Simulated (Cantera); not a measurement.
What does this Cantera script print?

```python
import numpy as np
import cantera as ct

gas_names = """
    NO2 N2O
""".split()
cond_names = """
    Cr2N(s) Cr(cr) Cr(L)
""".split()


# ... load() reads the species with a 1 bar reference pressure and builds the phases ...
species = {s.name: s for s in load("nasa_gas.yaml", gas_names) + load("nasa_condensed.yaml", cond_names)}
# Each term lists the table entries of one substance; the one whose range holds T is used.
reactions = {
    'NO2(g) + 3 Cr2N = 6 Cr + 2 N2O(g)':
        [(-1, ['NO2']), (-3, ['Cr2N(s)']), (6, ['Cr(cr)', 'Cr(L)']), (2, ['N2O'])],
}


def pick(names, T):
    return next(species[n] for n in names if species[n].thermo.min_temp <= T <= species[n].thermo.max_temp)


results = []
for label, terms in reactions.items():
    print(label)
    print("     T/K   dH/kJ  dS/(J/K)   dG/kJ   log10 K")
    for T in [300, 873, 973, 1073, 1173, 1273, 1373, 1473, 1573, 1673, 1773, 1873]:
        used = [(nu, pick(names, T)) for nu, names in terms]
        dH = sum(nu * s.thermo.h(T) for nu, s in used) / 1e6
        dS = sum(nu * s.thermo.s(T) for nu, s in used) / 1e3
        dG = dH - T * dS / 1e3
        logK = -dG * 1e6 / (ct.gas_constant * T * np.log(10))
        results.append((label, T, dH, dS, dG, logK, [s.name for _, s in used]))
        print(f"{T:8g} {dH:8.1f} {dS:8.1f} {dG:8.1f} {logK:8.2f}")
```

Output:

```
NO2(g) + 3 Cr2N = 6 Cr + 2 N2O(g)
     T/K   dH/kJ  dS/(J/K)   dG/kJ   log10 K
     300    505.6    146.7    461.6   -80.36
     873    492.7    123.0    385.3   -23.05
     973    490.4    120.5    373.1   -20.03
    1073    488.1    118.3    361.2   -17.58
    1173    486.1    116.5    349.5   -15.56
    1273    484.5    115.2    337.9   -13.86
    1373    483.3    114.2    326.4   -12.42
    1473    482.5    113.7    315.0   -11.17
    1573    482.2    113.5    303.7   -10.08
    1673    482.5    113.7    292.3    -9.13
    1773    483.3    114.1    280.9    -8.28
    1873    484.7    114.9    269.5    -7.52
```

Source: NASA polynomial tables (part measured, part estimated), evaluated in Cantera. Condensed species are held in their standard states even where they would react or evaporate.
